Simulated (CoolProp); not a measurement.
A Linde-Hampson liquefier for methane: isothermal reversible compression at 250 K from 1 atm to 40 MPa, throttling to 1 atm, return gas leaving the recuperator 2 K below the feed. Each further row changes one setting.

The numbers come from the reference Helmholtz-energy equation of state, Setzmann 1991 in CoolProp.

```tsv
case	liquid yield per pass	compression work (kJ/kg of gas)
as stated	[?]	688
high pressure 80 MPa	0.304	[?]
warm-end temperature 280 K	0.284	803
warm-end gap 7 K	[?]	688
```

### Question
What belongs in the gaps?

### Answer

- as stated, liquid yield per pass: 0.352
- high pressure 80 MPa, compression work (kJ/kg of gas): 809
- warm-end gap 7 K, liquid yield per pass: 0.343
